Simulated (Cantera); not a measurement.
A closed system holds: 1 mol C2H5OH, 1.4 mol NH3, 3.1 mol H2, equilibrated at 27000 Torr.

Method: chemical equilibrium by Gibbs-energy minimisation in Cantera with the NASA 1993 tables (ideal gas, pure condensed phases). Candidate condensed phases: C, C6H6, C7H8, C8H18, H2O; 136 gas species. The ideal-gas law is rough above about 30 bar. Equilibrium is a limit: real reactors are often held back by kinetics, nucleation or transport.

Task: At 1198 K, list the 5 most abundant gas species with their mole fractions, and the condensed phases.

Result: H2 0.615, CH4 0.177, N2 0.0865, CO 0.0675, H2O 0.0489. Condensed: gas only.
